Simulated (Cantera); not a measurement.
What does this Cantera script print?

```python
import numpy as np
import cantera as ct

gas_names = """
    H HO2 H2 H2O H2O2 O OH O2 O3 V VO VO2
""".split()
cond_names = """
    H2O(s) H2O(L) V(cr) V(L) VO(s) VO(L) V2O3(s) V2O3(L) V2O4(I) V2O4(II) V2O4(L) V2O5(s) V2O5(L)
""".split()


# ... load() reads the species with a 1 bar reference pressure and builds the phases ...
atoms = {
    'V': {'V': 1},
    'H2O': {'H': 2, 'O': 1},
}
top_T = {}  # K; cautious upper limits of use, not melting points


# ... equilibrate(T, P, feed) seeds the gas with the atoms and calls Mixture.equilibrate('TP', solver="vcs", rtol=1e-11, max_steps=5000) ...
results = []
feed = {'V': 1, 'H2O': 2.5}  # mol
T = 950  # K
P = 10000  # Pa
mix = equilibrate(T, P, feed)
results.append((T, P, feed, dict(zip(mix.species_names, mix.species_moles))))
x = sorted(zip(gas.X, gas.species_names), reverse=True)
print(f"T = {T:g} K  P = {P:g} Pa  gas = {mix.phase_moles(0):.4g} mol")
print("   x: " + "  ".join(f"{s} {v:.3e}" for v, s in x if v > 0.001))
print("   condensed (mol): " + ("  ".join(f"{mix.phase(i).name} {mix.phase_moles(i):.4g}"
      for i in range(1, mix.n_phases) if mix.phase_moles(i) > 1e-12) or "none"))
```

Result:

```
T = 950 K  P = 10000 Pa  gas = 2.5 mol
   x: H2 6.000e-01  H2O 4.000e-01
   condensed (mol): V2O3(s) 0.5
```

These are equilibrium values from Cantera (NASA tables, ideal gas, pure condensed phases), not measurements of a reactor. Condensed phases not in the tables: the oxides between V2O3 and V2O5 other than VO2.
